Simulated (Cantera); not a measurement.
A perfectly stirred reactor is fed with H2 : O2 = 0.29 : 1 (molar parts), at 6.38 Torr; it is held at 950 K, and followed from long to short residence time.

Computed with Cantera and GRI-Mech 3.0 (53 species, 325 reactions). Radical loss at walls, strong at low pressure, is not modelled. The temperature is held fixed by assumption; the heat of reaction is taken as removed at once.

Q: Predict: x(H2) at τ = 1.80 s; x(O2) at τ = 1.80 s; x(OH) at τ = 1.80 s; x(HO2) at τ = 1.80 s; x(H2O2) at τ = 1.80 s; x(H2) at τ = 32.0 ms; x(O2) at τ = 32.0 ms; x(OH) at τ = 32.0 ms; x(HO2) at τ = 32.0 ms; x(H2O2) at τ = 32.0 ms.

A: 
| Item | Value |
|---|---|
| x(H2) at τ = 1.80 s | 0.00181 |
| x(O2) at τ = 1.80 s | 0.745 |
| x(OH) at τ = 1.80 s | 0.000639 |
| x(HO2) at τ = 1.80 s | 8.54e-6 |
| x(H2O2) at τ = 1.80 s | 3.11e-7 |
| x(H2) at τ = 32.0 ms | 0.0177 |
| x(O2) at τ = 32.0 ms | 0.731 |
| x(OH) at τ = 32.0 ms | 0.00301 |
| x(HO2) at τ = 32.0 ms | 1.28e-5 |
| x(H2O2) at τ = 32.0 ms | 3.36e-7 |
